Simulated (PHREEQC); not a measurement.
KBr is added in steps, without added water, to 1 kg of water holding 0.00067 mol Ag2SO4, 0.14 mol HNO3 and 0.0025 mol Zn(NO3)2, at 25 °C. O2 is buffered at 0.21 atm. CO2 from the air is kept out. The run lets Zn(OH)2-a, Zn4(OH)6SO4, Bromyrite, Ag2O, Ag2SO4, Goslarite precipitate or redissolve, and no other solid.

Base run: PHREEQC, ion-association model, wateq4f.dat. Each further column changes one thing. The table gives pH.

| KBr added (mol) | base | Davies equation for every ion | all activity coefficients set to 1 | metal-ligand complexes left out | Debye-Hückel limiting law |
|---|---|---|---|---|---|
| 0 | 0.95 | 0.97 | 0.86 | 0.95 | ___ |
| 0.066 | 0.96 | 0.98 | 0.86 | 0.96 | 1.09 |
| 0.121 | 0.96 | 0.99 | 0.86 | 0.96 | ___ |
| 0.187 | 0.96 | 0.99 | 0.86 | 0.96 | ___ |
| 0.253 | 0.97 | 0.99 | 0.86 | 0.97 | ___ |
| 0.319 | 0.97 | 0.99 | 0.86 | 0.97 | ___ |
| 0.374 | 0.97 | 0.99 | 0.86 | 0.97 | 1.22 |
| 0.44 | 0.97 | 0.99 | 0.86 | 0.98 | 1.25 |

Question: Complete the blanks.

Answer: 
- 0, Debye-Hückel limiting law: 1.05
- 0.121, Debye-Hückel limiting law: 1.12
- 0.187, Debye-Hückel limiting law: 1.15
- 0.253, Debye-Hückel limiting law: 1.18
- 0.319, Debye-Hückel limiting law: 1.20
